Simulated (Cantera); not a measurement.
# Transport properties of process gases

Gas mixture: 48.7 % NO, 51.3 % CO2, at 135 Torr, frozen composition.

Cantera's kinetic-theory transport with the Lennard-Jones parameters of GRI-Mech 3.0, ideal gas; thermal conductivity in the mixture-averaged form.

| T (K) | ρ (kg/m³) | cp (J/kg/K) | μ (µPa s) | λ (mW/m/K) | Pr | D (cm²/s) NO | D (cm²/s) H2O | D (cm²/s) H |
|---|---|---|---|---|---|---|---|---|
| 400 | 0.201 | 961.8 | 21.2 | 28.6 | 0.713 | 1.47 | 1.85 | 10.3 |
| 500 | 0.161 | 1015 | 25.3 | 35.9 | 0.717 | 2.18 | 2.85 | 15.4 |
| 600 | 0.134 | 1062 | 29.1 | 43.0 | 0.719 | 3.00 | 4.03 | 21.1 |
| 700 | 0.115 | 1103 | 32.6 | 49.8 | 0.722 | 3.91 | 5.36 | 27.6 |
| 800 | 0.101 | 1139 | 35.9 | 56.4 | 0.724 | 4.92 | 6.85 | 34.7 |
| 900 | 0.0895 | 1168 | 39.0 | 62.8 | 0.726 | 6.00 | 8.47 | 42.4 |
| 1000 | 0.0805 | 1194 | 42.0 | 68.9 | 0.727 | 7.17 | 10.2 | 50.6 |
D: mixture-averaged diffusion coefficient of that species in the mixture.
